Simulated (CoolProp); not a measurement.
Vapour-liquid equilibrium of n-octane (1) + o-xylene (2) at 9.82 bar; x and y are mole fractions of (1).

Model: multi-fluid Helmholtz-energy mixture model, Beckmüller 2019 and Zhou 2012; pair parameters Bell 2016, in CoolProp.

Give the bubble temperature and the first vapour's composition at x = 0.35, 0.5, 0.8. Is there an azeotrope?

x = 0.35: 519.9 K, y = 0.417; x = 0.5: 516.3 K, y = 0.567; x = 0.8: 509.9 K, y = 0.836. No azeotrope shows between x = 0.05 and 0.95.

Pair parameters are fitted to limited data, so mixtures are less certain than the pure fluids.
